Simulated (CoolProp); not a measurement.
Properties of cyclohexane along the isobar 49.4 bar (Tc = 280.5 °C, pc = 40.81 bar, ω = 0.209).

Computed with CoolProp (reference Helmholtz-energy equation of state, Zhou 2014).

```json
[
 {"T (°C)": "22.85", "phase": "liquid", "Z": "…", "cv (kJ/(kg K))": "…", "isothermal compressibility (1/MPa)": "0.001047", "expansivity (1/kK)": "1.173", "fugacity coefficient": "0.002945"},
 {"T (°C)": "43.95", "phase": "liquid", "Z": "0.2073", "cv (kJ/(kg K))": "1.436", "isothermal compressibility (1/MPa)": "0.001240", "expansivity (1/kK)": "1.224", "fugacity coefficient": "0.007064"},
 {"T (°C)": "64.95", "phase": "liquid", "Z": "0.1996", "cv (kJ/(kg K))": "1.530", "isothermal compressibility (1/MPa)": "0.001480", "expansivity (1/kK)": "1.284", "fugacity coefficient": "0.01478"},
 {"T (°C)": "85.95", "phase": "liquid", "Z": "0.1932", "cv (kJ/(kg K))": "1.626", "isothermal compressibility (1/MPa)": "0.001784", "expansivity (1/kK)": "1.355", "fugacity coefficient": "0.02778"},
 {"T (°C)": "106.95", "phase": "liquid", "Z": "…", "cv (kJ/(kg K))": "1.724", "isothermal compressibility (1/MPa)": "0.002173", "expansivity (1/kK)": "1.441", "fugacity coefficient": "0.04781"},
 {"T (°C)": "128.05", "phase": "liquid", "Z": "0.1838", "cv (kJ/(kg K))": "1.823", "isothermal compressibility (1/MPa)": "0.002687", "expansivity (1/kK)": "1.548", "fugacity coefficient": "0.07663"},
 {"T (°C)": "149.05", "phase": "liquid", "Z": "0.1807", "cv (kJ/(kg K))": "1.923", "isothermal compressibility (1/MPa)": "0.003383", "expansivity (1/kK)": "1.687", "fugacity coefficient": "0.1152"},
 {"T (°C)": "170.05", "phase": "liquid", "Z": "0.1787", "cv (kJ/(kg K))": "2.022", "isothermal compressibility (1/MPa)": "0.004372", "expansivity (1/kK)": "1.875", "fugacity coefficient": "0.1645"},
 {"T (°C)": "191.05", "phase": "liquid", "Z": "0.1779", "cv (kJ/(kg K))": "2.120", "isothermal compressibility (1/MPa)": "0.005869", "expansivity (1/kK)": "2.141", "fugacity coefficient": "0.2244"},
 {"T (°C)": "212.15", "phase": "liquid", "Z": "0.1787", "cv (kJ/(kg K))": "…", "isothermal compressibility (1/MPa)": "0.008348", "expansivity (1/kK)": "2.542", "fugacity coefficient": "0.2948"}
]
```

**Question.** What belongs in the gaps?

**Answer.** 
- 22.85, Z: 0.2166
- 22.85, cv (kJ/(kg K)): 1.343
- 106.95, Z: 0.1880
- 212.15, cv (kJ/(kg K)): 2.218
